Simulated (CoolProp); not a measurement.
Model: reference Helmholtz-energy equation of state, de Reuck 1990, in CoolProp.

**Question.** For fluorine, give the phase and the cv (kJ/(kg K)), Joule-Thomson coefficient (K/MPa) at 104.3 K and 101 kPa; 163.7 K and 101 kPa; 211.2 K and 101 kPa.

**Answer.** 
- 104.3 K and 101 kPa: gas; cv 0.558, Joule-Thomson coefficient 16.3
- 163.7 K and 101 kPa: gas; cv 0.555, Joule-Thomson coefficient 6.20
- 211.2 K and 101 kPa: gas; cv 0.567, Joule-Thomson coefficient 3.70
